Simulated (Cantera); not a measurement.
A Cantera script and what it prints.

```python
import numpy as np
import cantera as ct

gas_names = """
    H HO2 H2 H2O H2O2 Li LiH LiO LiOH Li2 Li2O Li2O2 Li2O2H2 O OH O2 O3
""".split()
cond_names = """
    H2O(s) H2O(L) Li(cr) Li(L) LiH(s) LiH(L) LiOH(s) LiOH(L) Li2O(s) Li2O(L)
""".split()


# ... load() reads the species with a 1 bar reference pressure and builds the phases ...
atoms = {
    'LiOH': {'Li': 1, 'O': 1, 'H': 1},
    'H2': {'H': 2},
    'H2O': {'H': 2, 'O': 1},
}
top_T = {}  # K; cautious upper limits of use, not melting points


# ... equilibrate(T, P, feed) seeds the gas with the atoms and calls Mixture.equilibrate('TP', solver="vcs", rtol=1e-11, max_steps=5000) ...
results = []
T = 1350  # K
P = 140  # Pa
for m in [0.62, 1.2, 1.8, 2.4, 3, 3.6, 4.2, 4.8, 5.3, 5.9]:
    feed = {'LiOH': 1, 'H2': 0.77, 'H2O': m}  # mol
    mix = equilibrate(T, P, feed)
    results.append((T, P, feed, dict(zip(mix.species_names, mix.species_moles))))

top = {s: max(r[3][s] / sum(r[3][g] for g in gas_names) for r in results) for s in gas_names}
cols = sorted((s for s in top if top[s] > 1e-06), key=lambda s: -top[s])[:8]
seen = [c for c in cond_names if any(r[3].get(c, 0) > 1e-12 for r in results)]
print("log10 of partial pressures in bar; condensed amounts in mol")
print(f"{'n(H2O)':>10s}" + "".join(f"{s[:9]:>10s}" for s in cols + seen))
for T, P, feed, n in results:
    ng = sum(n[g] for g in gas_names)
    print(f"{feed['H2O']:10.4g}" + "".join(f"{np.log10(max(n[s] / ng * P / 1e5, 1e-99)):10.3f}" for s in cols)
          + "".join(f"{n.get(c, 0):10.4g}" for c in seen))
```

Result:

```
log10 of partial pressures in bar; condensed amounts in mol
    n(H2O)       H2O        H2      LiOH        Li   Li2O2H2         H      Li2O        OH   Li2O(s)
      0.62    -3.157    -3.272    -3.779    -5.755    -6.504    -7.259    -7.261    -8.933    0.3787
       1.2    -3.091    -3.390    -3.746    -5.847    -6.437    -7.318    -7.261    -8.808    0.3285
       1.8    -3.053    -3.486    -3.727    -5.914    -6.400    -7.366    -7.261    -8.723    0.2771
       2.4    -3.030    -3.564    -3.716    -5.965    -6.377    -7.405    -7.261    -8.660     0.226
         3    -3.014    -3.631    -3.708    -6.006    -6.361    -7.438    -7.261    -8.611     0.175
       3.6    -3.002    -3.688    -3.702    -6.041    -6.349    -7.467    -7.261    -8.570     0.124
       4.2    -2.993    -3.739    -3.697    -6.070    -6.340    -7.492    -7.261    -8.536   0.07317
       4.8    -2.986    -3.785    -3.694    -6.097    -6.333    -7.515    -7.261    -8.506   0.02234
       5.3    -2.979    -3.818    -3.707    -6.134    -6.359    -7.532    -7.295    -8.482         0
       5.9    -2.968    -3.853    -3.742    -6.198    -6.430    -7.549    -7.377    -8.453         0
```

Cantera equilibrium calculation (NASA polynomials, part measured and part estimated; ideal gas, pure solids and liquids).
